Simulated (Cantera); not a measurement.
A closed system holds: 1 mol CH3F, 0.44 mol F2, 4.8 mol H2, at 823.15 K.

Cantera equilibrium calculation (NASA polynomials, part measured and part estimated; ideal gas, pure solids and liquids). Candidate condensed phases: C, C6H6, C7H8, C8H18; 95 gas species. Equilibrium is a limit: real reactors are often held back by kinetics, nucleation or transport.

Question: At 0.190 bar, list the 3 most abundant gas species with their mole fractions, and the condensed phases.

Answer: H2 0.647, HF 0.279, CH4 0.0740. Condensed: C(graphite).
